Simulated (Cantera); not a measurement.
A perfectly stirred reactor is fed with NH3 : H2 = 1 : 2.4 (molar parts), at 13300 Pa; it is held at 2248 K, and followed from long to short residence time.

Detailed kinetics in Cantera: the gas-phase N/H chemistry of the illustrative SiF4/NH3 mechanism in the Surface Chemkin manual (1991). Walls and surfaces, which speed up NH3 decomposition in real reactors, are not modelled.

Task: What does this change do: pressure from 13300 Pa to 2670 Pa?

Result: 
```csv
quantity,before,after
x(NH3) at τ = 7.60 s,0.000267,0.000301
x(H2) at τ = 7.60 s,0.869,0.862
x(H) at τ = 7.60 s,0.0177,0.0251
x(N2H4) at τ = 7.60 s,2.96e-12,1.53e-12
x(NH2) at τ = 7.60 s,1.70e-5,2.74e-5
x(NH3) at τ = 42.0 ms,0.105,0.209
x(H2) at τ = 42.0 ms,0.819,0.756
x(H) at τ = 42.0 ms,0.00199,0.00154
x(N2H4) at τ = 42.0 ms,6.65e-9,3.64e-9
x(NH2) at τ = 42.0 ms,0.000801,0.00132
```

Task: What does this change do: pressure from 13300 Pa to 101000 Pa?

Result: 
```csv
quantity,before,after
x(NH3) at τ = 7.60 s,0.000267,0.000541
x(H2) at τ = 7.60 s,0.869,0.880
x(H) at τ = 7.60 s,0.0177,0.00684
x(N2H4) at τ = 7.60 s,2.96e-12,1.36e-11
x(NH2) at τ = 7.60 s,1.70e-5,1.32e-5
x(NH3) at τ = 42.0 ms,0.105,0.0212
x(H2) at τ = 42.0 ms,0.819,0.870
x(H) at τ = 42.0 ms,0.00199,0.00347
x(N2H4) at τ = 42.0 ms,6.65e-9,5.48e-9
x(NH2) at τ = 42.0 ms,0.000801,0.000264
```
